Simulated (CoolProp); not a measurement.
Saturation properties of tetradecamethylhexasiloxane (MD4M) (Tc = 653.2 K, pc = 828.6 kPa, ω = 0.800).

The numbers come from the reference Helmholtz-energy equation of state, Thol 2019 in CoolProp.

```
T (K)  p (kPa)  liquid density (kg/m³)  vapour Z
-----  -------  ----------------------  --------
381.5   0.4953                   805.4    0.9980
399.9        …                   787.0    0.9956
418.4    3.016                   768.2    0.9914
436.8    6.342                   749.1         …
455.3    12.30                   729.4    0.9746
473.8    22.21                   709.1    0.9604
492.2    37.60                   688.1    0.9413
510.7    60.61                   666.0    0.9166
529.1    93.26                   642.8    0.8856
547.6    138.5                   617.8    0.8470
566      198.9                       …    0.8003
584.5    278.6                   560.4    0.7431
603      381.7                   525.1    0.6730
```

### Question
Complete the blanks.

### Answer

- 399.9, p (kPa): 1.293
- 436.8, vapour Z: 0.9847
- 566, liquid density (kg/m³): 590.8

It boils at 532.8 K under 1 atm.
